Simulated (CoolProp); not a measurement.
Vapour-liquid equilibrium of ethylene (1) + 1-butene (2) at 2.4 bar; x and y are mole fractions of (1).

Values from CoolProp's multi-fluid Helmholtz-energy mixture model, Smukala 2000 and Lemmon 2005; pair parameters Bell 2016.

```tsv
x	bubble temperature (°C)	y at the bubble point	dew temperature at overall composition x (°C)	liquid density (mol/L)
0.05	-6.0	0.576	16.5	11.34
0.125	-31.1	0.864	14.0	12.19
0.2	-46.0	0.942	11.3	12.87
0.275	-55.7	0.970	8.4	?
0.35	-62.6	0.982	5.3	14.05
0.425	-67.8	0.989	1.9	14.62
0.5	-71.9	0.993	-1.8	15.19
0.575	-75.3	0.995	-5.9	15.78
0.65	-78.2	0.997	-10.7	16.38
0.725	-80.6	?	-16.3	16.99
0.8	-82.8	0.999	-23.3	17.63
0.875	-84.7	0.999	-32.6	18.28
0.95	-86.5	1.000	-48.3	?
```

**Question.** Fill in the missing entries.

**Answer.** 
- 0.275, liquid density (mol/L): 13.47
- 0.725, y at the bubble point: 0.998
- 0.95, liquid density (mol/L): 18.94

No azeotrope shows between x = 0.05 and 0.95.

Pair parameters are fitted to limited data, so mixtures are less certain than the pure fluids.
